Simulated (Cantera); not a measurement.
Nitride etching: Si3N4 + H2 + N2

A closed system holds: 1 mol Si3N4, 260 mol H2, 3.5 mol N2, held at 1798 K and 1.90 mbar.

Method: chemical equilibrium by Gibbs-energy minimisation in Cantera with the NASA 1993 tables (ideal gas, pure condensed phases). Candidate condensed phases: Si, Si3N4; 18 gas species. Gases not in the tables: Si2H6 and higher silanes. Rates play no part.

| Quantity | Result |
|---|---|
| x(H2) | 0.970 |
| x(N2) | 0.0206 |
| x(H) | 0.00795 |
| x(Si) | 0.00162 |
| x(SiH) | 8.00e-5 |
| x(SiH2) | 2.86e-5 |
| x(Si2) | 9.75e-6 |
| x(Si2N) | 7.29e-6 |
| x(SiN) | 4.52e-6 |
| n(Si(l)) | 2.53 mol |
| gas amount | 267.0 mol |
